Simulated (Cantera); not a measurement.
An isothermal, constant-pressure homogeneous reactor starts with H2 : O2 = 0.042 : 7.3 (molar parts), equivalence ratio 0.0029, at 1098 K and 0.00230 bar.

Detailed kinetics in Cantera: the H2/O2 subset of GRI-Mech 3.0, which has no nitrogen chemistry. Radical loss at walls, strong at low pressure, is not modelled.

One state of this run: x H2 = 1.29e-5; x O2 = 0.990; x HO2 = 1.43e-7; x O = 0.00429; x H2O = 0.00548. x: mole fraction; the columns are a selection and need not sum to one.

Problem. Which value of t (s) does it belong to?
(A) 3.46
(B) 1.19
(C) 0.00203
(D) 0.00588

Solution. B, 1.19
